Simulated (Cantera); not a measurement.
**Equilibrium for silicon nitride deposition: SiH2Cl2 + N2 + H2**

Charge: 1 mol SiH2Cl2, 1.6 mol N2, 0.62 mol H2, equilibrated at 85.0 Pa.

Equilibrium computed with Cantera from the NASA thermochemical tables; the gas is ideal and each condensed phase is pure. Candidate condensed phases: NH4Cl, Si, Si3N4; 28 gas species. N2 is the only nitrogen source here; it is nearly inert below about 1500 K, so the nitride shown seldom forms there in practice. Mutual solubility and eutectic melting of coexisting phases are not modelled. The tables' values for SiCl3, SiCl, SiN are old estimates; treat these amounts as uncertain. Equilibrium is a limit: real reactors are often held back by kinetics, nucleation or transport.

```tsv
T (°C)	log p HCl	log p N2	log p H2	log p SiCl2	log p SiCl4	log p SiCl3	log p H	log p Si	n Si3N4(s)	n Si(s)	n Si(l)
727	-3.44	-3.61	-3.68	-7.76	-4.52	-6.83	-10.48	<-15	0.292	0	0
827	-3.43	-3.61	-3.69	-6.45	-4.59	-6.09	-9.43	<-15	0.296	0	0
927	-3.42	-3.61	-3.70	-5.39	-4.68	-5.51	-8.55	-14.48	0.294	0	0
1027	-3.45	-3.60	-3.69	-4.59	-4.95	-5.16	-7.80	-12.16	0.271	0	0
1127	-3.57	-3.58	-3.64	-4.13	-5.60	-5.18	-7.13	-10.20	0.210	0	0
1227	-3.75	-3.55	-3.58	-3.92	-6.53	-5.47	-6.55	-8.50	0.142	0	0
1327	-3.95	-3.52	-3.55	-3.82	-7.51	-5.86	-6.04	-7.01	0.0887	0.00322	0
1427	-3.98	-3.49	-3.57	-3.83	-8.12	-6.12	-5.61	-6.17	0	0	0.260
1527	-3.96	-3.50	-3.58	-3.85	-8.57	-6.31	-5.23	-5.50	0	0	0.260
```
log p: log10 of the partial pressure in bar; n: condensed amount in mol.

From 727 °C to 1227 °C the condensed part is Si3N4(s). At 1327 °C the condensed part is Si(s) + Si3N4(s). From 1427 °C to 1527 °C the condensed part is Si(l). The main Si-bearing gas is SiCl4 at 727 °C and SiCl2 at 1527 °C.
